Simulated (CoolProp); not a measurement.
CHF3 (R23) along the isotherm 57.65 °C: Z from the reference equation and from simpler models built on Tc = 26.1 °C, pc = 4.832 MPa, ω = 0.263; each cubic takes its own stable root.

Model: reference Helmholtz-energy equation of state, Penoncello 2003, in CoolProp.

| p (MPa) | phase | reference | van der Waals | Redlich-Kwong | Soave-Redlich-Kwong | Peng-Robinson |
|---|---|---|---|---|---|---|
| 1.86 | gas | 0.8963 | 0.9035 | 0.8966 | 0.9030 | 0.8904 |
| 3.72 | gas | 0.7796 | 0.7864 | 0.7786 | 0.7950 | 0.7719 |
| 5.58 | supercritical | 0.6453 | 0.6271 | 0.6375 | 0.6729 | 0.6428 |
| 7.43 | supercritical | 0.4954 | 0.4497 | 0.4860 | 0.5485 | 0.5173 |
| 9.29 | supercritical | 0.4026 | 0.4556 | 0.4376 | 0.4864 | 0.4536 |
| 11.2 | supercritical | 0.3975 | 0.5005 | 0.4538 | 0.4889 | 0.4515 |
| 13 | supercritical | 0.4194 | 0.5497 | 0.4838 | 0.5128 | 0.4707 |
| 14.9 | supercritical | 0.4508 | 0.6038 | 0.5205 | 0.5459 | 0.4991 |
| 16.7 | supercritical | 0.4836 | 0.6557 | 0.5572 | 0.5804 | 0.5293 |
| 18.6 | supercritical | 0.5196 | 0.7107 | 0.5968 | 0.6185 | 0.5629 |
| 20.4 | supercritical | 0.5543 | 0.7627 | 0.6346 | 0.6552 | 0.5954 |
| 22.3 | supercritical | 0.5911 | 0.8173 | 0.6745 | 0.6942 | 0.6302 |
| 24.2 | supercritical | 0.6279 | 0.8716 | 0.7143 | 0.7333 | 0.6651 |
